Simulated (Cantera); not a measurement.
**Moist CO burnout**

An isothermal, constant-pressure homogeneous reactor starts with CO : O₂ : H₂O : N₂ = 0.004 : 0.08 : 0.0027 : 1 (molar parts), equivalence ratio 0.025, at 1200 K and 36000 Pa.

Cantera simulation using GRI-Mech 3.0 (53 species, 325 reactions); the numbers are that mechanism's predictions, not measurements.

```json
[
 {"t (s)": "3.00e-5", "x CO": "0.00368", "x O₂": "0.0736", "x H₂O": "0.00248", "x HO₂": "<1e-12", "x NO": "<1e-12", "x H₂O₂": "<1e-12"},
 {"t (s)": "7.27e-5", "x CO": "0.00368", "x O₂": "0.0736", "x H₂O": "0.00248", "x HO₂": "1.98e-12", "x NO": "<1e-12", "x H₂O₂": "<1e-12"},
 {"t (s)": "0.000176", "x CO": "0.00368", "x O₂": "0.0736", "x H₂O": "0.00248", "x HO₂": "5.05e-12", "x NO": "<1e-12", "x H₂O₂": "<1e-12"},
 {"t (s)": "0.000428", "x CO": "0.00368", "x O₂": "0.0736", "x H₂O": "0.00248", "x HO₂": "1.59e-11", "x NO": "<1e-12", "x H₂O₂": "<1e-12"},
 {"t (s)": "0.00104", "x CO": "0.00368", "x O₂": "0.0736", "x H₂O": "0.00248", "x HO₂": "8.96e-11", "x NO": "<1e-12", "x H₂O₂": "<1e-12"},
 {"t (s)": "0.00251", "x CO": "0.00368", "x O₂": "0.0736", "x H₂O": "0.00248", "x HO₂": "9.92e-10", "x NO": "<1e-12", "x H₂O₂": "<1e-12"},
 {"t (s)": "0.00609", "x CO": "0.00368", "x O₂": "0.0736", "x H₂O": "0.00248", "x HO₂": "2.85e-8", "x NO": "<1e-12", "x H₂O₂": "5.03e-12"},
 {"t (s)": "0.0148", "x CO": "0.00343", "x O₂": "0.0734", "x H₂O": "0.00246", "x HO₂": "1.54e-6", "x NO": "1.63e-10", "x H₂O₂": "2.53e-8"},
 {"t (s)": "0.0358", "x CO": "0.000977", "x O₂": "0.0723", "x H₂O": "0.00245", "x HO₂": "1.56e-6", "x NO": "2.43e-8", "x H₂O₂": "4.26e-8"},
 {"t (s)": "0.0868", "x CO": "0.000186", "x O₂": "0.0720", "x H₂O": "0.00248", "x HO₂": "5.88e-7", "x NO": "4.14e-8", "x H₂O₂": "1.52e-8"},
 {"t (s)": "0.211", "x CO": "3.13e-5", "x O₂": "0.0719", "x H₂O": "0.00248", "x HO₂": "1.63e-7", "x NO": "4.95e-8", "x H₂O₂": "3.64e-9"},
 {"t (s)": "0.510", "x CO": "4.76e-6", "x O₂": "0.0719", "x H₂O": "0.00249", "x HO₂": "3.51e-8", "x NO": "5.32e-8", "x H₂O₂": "7.52e-10"},
 {"t (s)": "1.24", "x CO": "6.36e-7", "x O₂": "0.0719", "x H₂O": "0.00249", "x HO₂": "6.98e-9", "x NO": "5.50e-8", "x H₂O₂": "1.58e-10"},
 {"t (s)": "3.00", "x CO": "6.48e-8", "x O₂": "0.0719", "x H₂O": "0.00249", "x HO₂": "1.78e-9", "x NO": "5.59e-8", "x H₂O₂": "4.07e-11"}
]
```
x: mole fraction; the columns are a selection and need not sum to one.

Equilibrium at this temperature and pressure: CO 4.03e-10, O₂ 0.0718, H₂O 0.00249, HO₂ 7.33e-10, NO 0.000124, H₂O₂ 9.59e-12 (gas phase only).
